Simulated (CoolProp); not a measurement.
CF4 (R14) along the isobar 672 kPa: fugacity coefficient from the reference equation and from simpler models built on Tc = 227.4 K, pc = 3762 kPa, ω = 0.178; each cubic takes its own stable root.

Computed with CoolProp (reference Helmholtz-energy equation of state, Platzer 1990). This equation is an older, rougher fit.

```tsv
T (K)	phase	reference
216.2	gas	0.9299
222.7	gas	0.9359
229.3	gas	0.9414
235.8	gas	0.9463
242.3	gas	0.9507
248.8	gas	0.9546
255.3	gas	0.9583
261.9	gas	0.9616
268.4	gas	0.9646
274.9	gas	0.9673
281.4	gas	0.9699
```

Problem. How far does each simpler model (Redlich-Kwong, Soave-Redlich-Kwong, Peng-Robinson) lie from the reference over these 11 states: mean and median of the absolute difference, and the worst?

Solution. 
- Redlich-Kwong: mean 0.1 %, median 0.1 %, worst -0.2 % at 281.4 K and 672 kPa
- Soave-Redlich-Kwong: mean 0.1 %, median 0.1 %, worst +0.1 % at 281.4 K and 672 kPa
- Peng-Robinson: mean 0.6 %, median 0.6 %, worst -0.8 % at 216.2 K and 672 kPa
